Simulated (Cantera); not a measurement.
**Thermal oxidation and active oxidation of silicon: Si + O2 + N2 + CO2**

Charge: 1 mol Si, 0.32 mol O2, 270 mol N2, 1 mol CO2, held at 1125 K and 0.0675 Torr.

Cantera equilibrium calculation (NASA polynomials, part measured and part estimated; ideal gas, pure solids and liquids). Candidate condensed phases: C, Si, SiC, SiO2, Si2N2O, Si3N4; 34 gas species. N2 is the only nitrogen source here; it is nearly inert below about 1500 K, so the nitride shown seldom forms there in practice. Mutual solubility and eutectic melting of coexisting phases are not modelled. Kinetics and transport are ignored.

```
Property                                   Result
--------------------------------------  ---------
x(N2)                                       0.996
x(CO)                                     0.00369
n(SiO2(β-quartz))                       0.760 mol
n(Si2N2O(s))                            0.120 mol
gas amount                              270.9 mol
log10 activity of C(graphite) (absent)      -2.74
log10 activity of Si(s) (absent)            -5.79
```
